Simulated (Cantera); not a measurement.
An isothermal, constant-pressure homogeneous reactor starts with CH4 : O2 : N2 = 0.016 : 0.0061 : 1 (molar parts), equivalence ratio 5.2, at 1275 K and 120000 Pa.

Cantera simulation using GRI-Mech 3.0 (53 species, 325 reactions); the numbers are that mechanism's predictions, not measurements. GRI-Mech 3.0 stops at C3 and has no aromatics, soot or wall deposition, so with more carbon than oxygen in the feed, carbon stays in small species such as C2H2 where larger ones or solid carbon would form.

x: mole fraction; the columns are a selection and need not sum to one.

```json
[
 {"t (s)": "0.000700", "x CH4": "0.0157", "x O2": "0.00597", "x NO": "<1e-12", "x H2": "1.38e-8", "x CH2O": "…", "x H": "1.23e-10", "x C2H": "<1e-12"},
 {"t (s)": "0.00228", "x CH4": "0.0157", "x O2": "0.00597", "x NO": "<1e-12", "x H2": "5.28e-8", "x CH2O": "…", "x H": "1.60e-10", "x C2H": "<1e-12"},
 {"t (s)": "0.00740", "x CH4": "0.0157", "x O2": "0.00597", "x NO": "<1e-12", "x H2": "2.35e-7", "x CH2O": "…", "x H": "2.40e-10", "x C2H": "<1e-12"},
 {"t (s)": "0.0240", "x CH4": "0.0156", "x O2": "0.00597", "x NO": "<1e-12", "x H2": "1.09e-6", "x CH2O": "…", "x H": "3.37e-10", "x C2H": "<1e-12"},
 {"t (s)": "0.0782", "x CH4": "0.0156", "x O2": "0.00596", "x NO": "<1e-12", "x H2": "5.07e-6", "x CH2O": "…", "x H": "5.36e-10", "x C2H": "<1e-12"},
 {"t (s)": "0.254", "x CH4": "0.0156", "x O2": "0.00593", "x NO": "<1e-12", "x H2": "3.30e-5", "x CH2O": "…", "x H": "1.58e-9", "x C2H": "<1e-12"},
 {"t (s)": "0.826", "x CH4": "0.0151", "x O2": "0.00566", "x NO": "<1e-12", "x H2": "0.000322", "x CH2O": "…", "x H": "8.80e-9", "x C2H": "<1e-12"},
 {"t (s)": "2.69", "x CH4": "0.0101", "x O2": "0.00215", "x NO": "1.09e-10", "x H2": "0.00439", "x CH2O": "…", "x H": "1.67e-7", "x C2H": "9.12e-12"},
 {"t (s)": "8.73", "x CH4": "0.00773", "x O2": "6.38e-5", "x NO": "1.36e-10", "x H2": "0.00756", "x CH2O": "…", "x H": "5.61e-8", "x C2H": "3.70e-12"},
 {"t (s)": "28.4", "x CH4": "0.00738", "x O2": "1.07e-6", "x NO": "7.33e-11", "x H2": "0.00819", "x CH2O": "…", "x H": "4.03e-8", "x C2H": "2.73e-12"},
 {"t (s)": "92.3", "x CH4": "0.00658", "x O2": "1.50e-12", "x NO": "1.43e-11", "x H2": "0.00960", "x CH2O": "…", "x H": "4.58e-8", "x C2H": "3.28e-12"},
 {"t (s)": "300", "x CH4": "0.00486", "x O2": "<1e-12", "x NO": "1.96e-12", "x H2": "0.0125", "x CH2O": "…", "x H": "5.92e-8", "x C2H": "4.54e-12"}
]
```

### Question
Some entries are withheld; supply them.

### Answer

- 0.000700, x CH2O: 1.14e-9
- 0.00228, x CH2O: 1.47e-8
- 0.00740, x CH2O: 1.87e-7
- 0.0240, x CH2O: 1.43e-6
- 0.0782, x CH2O: 6.28e-6
- 0.254, x CH2O: 2.18e-5
- 0.826, x CH2O: 3.84e-5
- 2.69, x CH2O: 1.67e-5
- 8.73, x CH2O: 2.64e-7
- 28.4, x CH2O: 7.17e-9
- 92.3, x CH2O: 2.55e-9
- 300, x CH2O: 1.77e-9
